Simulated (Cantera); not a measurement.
Feed: 1 mol CsCl, 0.15 mol HF, 35 mol N2, held at 28000 Pa.

Method: chemical equilibrium by Gibbs-energy minimisation in Cantera with the NASA 1993 tables (ideal gas, pure condensed phases). Candidate condensed phases: Cs, CsCl, CsF, NH4Cl; 32 gas species. The numbers say what is thermodynamically allowed, not how fast it happens.

Problem. At 1150 K, list the 4 most abundant gas species with their mole fractions, and the condensed phases.

Solution. N2 0.973, CsCl 0.0185, Cs2Cl2 0.00447, HF 0.00387. Condensed: gas only.
